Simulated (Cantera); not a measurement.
**Equilibrium for carbothermic reduction: PbO + C + N2**

Input: 1 mol PbO, 1.8 mol C, 0.66 mol N2, at 13300 Pa.

Method: chemical equilibrium by Gibbs-energy minimisation in Cantera with the NASA 1993 tables (ideal gas, pure condensed phases). Candidate condensed phases: C, Pb, PbO, PbO2, Pb3O4; 27 gas species. The numbers say what is thermodynamically allowed, not how fast it happens.

| T (K) | x CO | x N2 | x Pb | x CO2 | x Pb2 | x PbO | n C(graphite) | n Pb(l) |
|---|---|---|---|---|---|---|---|---|
| 1175 | 0.599 | 0.397 | 0.00327 | 0.00129 | 9.38e-8 | 2.24e-10 | 0.802 | 0.995 |
| 1200 | 0.598 | 0.396 | 0.00482 | 0.000902 | 1.80e-7 | 3.22e-10 | 0.802 | 0.992 |
| 1225 | 0.597 | 0.395 | 0.00701 | 0.000637 | 3.35e-7 | 4.55e-10 | 0.801 | 0.988 |
| 1250 | 0.596 | 0.394 | 0.0100 | 0.000455 | 6.09e-7 | 6.34e-10 | 0.801 | 0.983 |
| 1275 | 0.593 | 0.392 | 0.0141 | 0.000329 | 1.08e-6 | 8.70e-10 | 0.801 | 0.976 |
| 1300 | 0.590 | 0.390 | 0.0197 | 0.000240 | 1.87e-6 | 1.18e-9 | 0.800 | 0.967 |
| 1325 | 0.586 | 0.387 | 0.0270 | 0.000177 | 3.18e-6 | 1.57e-9 | 0.800 | 0.954 |
x: gas mole fraction; n: condensed amount in mol.

From 1175 K to 1325 K the condensed part is C(graphite) + Pb(l). The main Pb-bearing gas is Pb throughout. The share of Pb in condensed phases is highest at 1175 K (99.5 %) and lowest at 1325 K (95.4 %).
